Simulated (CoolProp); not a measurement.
Values from CoolProp's reference Helmholtz-energy equation of state, Thol 2016.

Task: For R1234ze(E), give the phase and the density (kg/m³), speed of sound (m/s), Joule-Thomson coefficient (K/MPa), expansivity (1/kK) at 327.6 K and 4.15 MPa; 343.9 K and 4.15 MPa.

Result: 
- 327.6 K and 4.15 MPa: liquid; density 1080, speed of sound 447, Joule-Thomson coefficient 0.0812, expansivity 3.44
- 343.9 K and 4.15 MPa: liquid; density 1020, speed of sound 374, Joule-Thomson coefficient 0.317, expansivity 4.35
